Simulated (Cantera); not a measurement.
Input (Python, Cantera) and output of one run.

```python
import numpy as np
import cantera as ct

gas_names = [...]  # 91 gases of nasa_gas.yaml made of C, Cl, H
cond_names = """
    C(gr) C6H6(L) C7H8(L) C8H18(L),n-octa
""".split()


# ... load() reads the species with a 1 bar reference pressure and builds the phases ...
atoms = {
    'CH3Cl': {'C': 1, 'H': 3, 'CL': 1},
    'CH4': {'C': 1, 'H': 4},
    'H2': {'H': 2},
}
top_T = {'C(gr)': 4500}  # K; cautious upper limits of use, not melting points


# ... equilibrate(T, P, feed) seeds the gas with the atoms and calls Mixture.equilibrate('TP', solver="vcs", rtol=1e-11, max_steps=5000) ...
results = []
T = 1898.15  # K
P = 2900  # Pa
for m in [0.11, 0.17, 0.25, 0.37, 0.56, 0.83, 1.2, 1.9, 2.8, 4.1, 6.2, 9.2, 14]:
    feed = {'CH3Cl': 1, 'CH4': 0.55, 'H2': m}  # mol
    mix = equilibrate(T, P, feed)
    results.append((T, P, feed, dict(zip(mix.species_names, mix.species_moles))))
    x = sorted(zip(gas.X, gas.species_names), reverse=True)
    print(f"T = {T:g} K  P = {P:g} Pa  n(H2) = {m:g} mol  gas = {mix.phase_moles(0):.4g} mol")
    print("   x: " + "  ".join(f"{s} {v:.3e}" for v, s in x if v > 1e-06))
    print("   condensed (mol): " + ("  ".join(f"{mix.phase(i).name} {mix.phase_moles(i):.4g}"
          for i in range(1, mix.n_phases) if mix.phase_moles(i) > 1e-12) or "none"))
```

Output:

```
T = 1898.15 K  P = 2900 Pa  n(H2) = 0.11 mol  gas = 3.218 mol
   x: H2 6.852e-01  HCL 3.094e-01  H 3.804e-03  CL 1.297e-03  C2H2,acetylene 2.581e-04  CH4 7.694e-06
   condensed (mol): C(gr) 1.548
T = 1898.15 K  P = 2900 Pa  n(H2) = 0.17 mol  gas = 3.278 mol
   x: H2 6.909e-01  HCL 3.038e-01  H 3.820e-03  CL 1.268e-03  C2H2,acetylene 2.602e-04  CH4 7.822e-06
   condensed (mol): C(gr) 1.548
T = 1898.15 K  P = 2900 Pa  n(H2) = 0.25 mol  gas = 3.358 mol
   x: H2 6.981e-01  HCL 2.965e-01  H 3.840e-03  CL 1.231e-03  C2H2,acetylene 2.630e-04  CH4 7.988e-06
   condensed (mol): C(gr) 1.548
T = 1898.15 K  P = 2900 Pa  n(H2) = 0.37 mol  gas = 3.479 mol
   x: H2 7.084e-01  HCL 2.863e-01  H 3.868e-03  CL 1.180e-03  C2H2,acetylene 2.668e-04  CH4 8.224e-06
   condensed (mol): C(gr) 1.548
T = 1898.15 K  P = 2900 Pa  n(H2) = 0.56 mol  gas = 3.669 mol
   x: H2 7.233e-01  HCL 2.714e-01  H 3.908e-03  CL 1.107e-03  C2H2,acetylene 2.724e-04  CH4 8.573e-06
   condensed (mol): C(gr) 1.548
T = 1898.15 K  P = 2900 Pa  n(H2) = 0.83 mol  gas = 3.94 mol
   x: H2 7.419e-01  HCL 2.528e-01  H 3.958e-03  CL 1.018e-03  C2H2,acetylene 2.795e-04  CH4 9.021e-06
   condensed (mol): C(gr) 1.548
T = 1898.15 K  P = 2900 Pa  n(H2) = 1.2 mol  gas = 4.311 mol
   x: H2 7.637e-01  HCL 2.311e-01  H 4.016e-03  CL 9.171e-04  C2H2,acetylene 2.876e-04  CH4 9.558e-06  CH3 1.007e-06
   condensed (mol): C(gr) 1.547
T = 1898.15 K  P = 2900 Pa  n(H2) = 1.9 mol  gas = 5.012 mol
   x: H2 7.961e-01  HCL 1.987e-01  H 4.100e-03  CL 7.726e-04  C2H2,acetylene 2.998e-04  CH4 1.039e-05  CH3 1.072e-06
   condensed (mol): C(gr) 1.547
T = 1898.15 K  P = 2900 Pa  n(H2) = 2.8 mol  gas = 5.914 mol
   x: H2 8.264e-01  HCL 1.684e-01  H 4.177e-03  CL 6.427e-04  C2H2,acetylene 3.113e-04  CH4 1.119e-05  CH3 1.134e-06
   condensed (mol): C(gr) 1.546
T = 1898.15 K  P = 2900 Pa  n(H2) = 4.1 mol  gas = 7.217 mol
   x: H2 8.569e-01  HCL 1.380e-01  H 4.254e-03  CL 5.173e-04  C2H2,acetylene 3.227e-04  CH4 1.203e-05  CH3 1.197e-06
   condensed (mol): C(gr) 1.545
T = 1898.15 K  P = 2900 Pa  n(H2) = 6.2 mol  gas = 9.322 mol
   x: H2 8.880e-01  HCL 1.069e-01  H 4.330e-03  CL 3.934e-04  C2H2,acetylene 3.345e-04  CH4 1.292e-05  CH3 1.263e-06
   condensed (mol): C(gr) 1.544
T = 1898.15 K  P = 2900 Pa  n(H2) = 9.2 mol  gas = 12.33 mol
   x: H2 9.141e-01  HCL 8.082e-02  H 4.394e-03  C2H2,acetylene 3.443e-04  CL 2.932e-04  CH4 1.369e-05  CH3 1.319e-06
   condensed (mol): C(gr) 1.541
T = 1898.15 K  P = 2900 Pa  n(H2) = 14 mol  gas = 17.14 mol
   x: H2 9.368e-01  HCL 5.814e-02  H 4.448e-03  C2H2,acetylene 3.529e-04  CL 2.083e-04  CH4 1.438e-05  CH3 1.369e-06
   condensed (mol): C(gr) 1.538
```

Equilibrium computed with Cantera from the NASA thermochemical tables; the gas is ideal and each condensed phase is pure.
